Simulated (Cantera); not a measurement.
**Premixed flame**

A freely propagating, adiabatic, planar premixed flame of 48.7 % H2, 8.72 % O2, 41.8 % N2, 0.780 % H2O, unburnt at 425 K and 52000 Pa; mixture-averaged transport, grid criteria slope 0.08 and curve 0.16, no radiation.

Model: the H2/O2 subset of GRI-Mech 3.0, which has no nitrogen chemistry, integrated in Cantera. Burning velocities carry a grid error of a few per cent, more on coarse grids.

```
z (mm)  T (K)  u (m/s)   x H2      x O2       x O    x H2O       x H     x HO2
------  -----  -------  -----  --------  --------  -------  --------  --------
-3.03     425     3.39  0.487    0.0872     <1e-8  0.00780     <1e-8     <1e-8
-2.02     425     3.39  0.487    0.0872     <1e-8  0.00780     <1e-8     <1e-8
-1.52     425     3.39  0.487    0.0872     <1e-8  0.00780     <1e-8     <1e-8
-1.01     425     3.39  0.487    0.0872     <1e-8  0.00780     <1e-8   2.43e-7
-0.506    464     3.67  0.482    0.0873   8.55e-6  0.00938  0.000125  0.000188
-0.253    703     5.43  0.453    0.0801  0.000127   0.0302   0.00525   9.81e-5
0        1030     7.78  0.390    0.0559  0.000906   0.0847    0.0274   3.78e-5
0.253    1252     9.42  0.329    0.0195   0.00110    0.155    0.0520   1.17e-5
0.506    1352     10.1  0.308   0.00403  0.000401    0.185    0.0579   2.31e-6
1.01     1436     10.7  0.308  0.000222  0.000124    0.193    0.0518   1.18e-7
2.02     1517     11.3  0.315   2.71e-5   8.53e-5    0.195    0.0409   1.54e-8
4.04     1596     11.8  0.322   1.48e-5   5.31e-5    0.196    0.0296     <1e-8
8.09     1662     12.2  0.329   7.36e-6   2.69e-5    0.197    0.0197     <1e-8
```
x: mole fraction of selected species; z is measured from the peak of heat release.

laminar burning velocity: 339 cm/s
thermal thickness: 1.01 mm
peak x(O): 0.00127
peak x(H): 0.0579
peak x(HO2): 0.000201
grid points: 129
